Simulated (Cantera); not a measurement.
Input: 1 mol Cu, 0.067 mol H₂O, 6.1 mol CO, held at 727 °C and 0.000480 bar.

Equilibrium computed with Cantera from the NASA thermochemical tables; the gas is ideal and each condensed phase is pure. Candidate condensed phases: C, C₆H₆, C₇H₈, C₈H₁₈, Cu, CuO, Cu(OH)₂, Cu₂O, H₂O; 113 gas species. Kinetics and transport are ignored.

Base state: CO 0.978, CO₂ 0.0108, H₂ 0.0108, H₂O 8.28e-5 (mole fractions); condensed: Cu(s).

Problem. What changes in the equilibrium state with this change: temperature from 727 °C to 1352 °C?

Solution. 
```json
[
 {"species": "CO", "before": "0.978", "after": "0.862"},
 {"species": "Cu", "before": "3.25e-8", "after": "0.119"},
 {"species": "CO₂", "before": "0.0108", "after": "0.00926"},
 {"species": "H₂", "before": "0.0108", "after": "0.00911"},
 {"species": "Cu₂", "before": "<1e-9", "after": "9.78e-5"},
 {"species": "H", "before": "1.08e-8", "after": "0.000307"},
 {"species": "H₂O", "before": "8.28e-5", "after": "0.000304"},
 {"species": "Cu(s), mol", "before": "1.00", "after": "0"},
 {"species": "Cu(l), mol", "before": "0", "after": "0.165"}
]
```
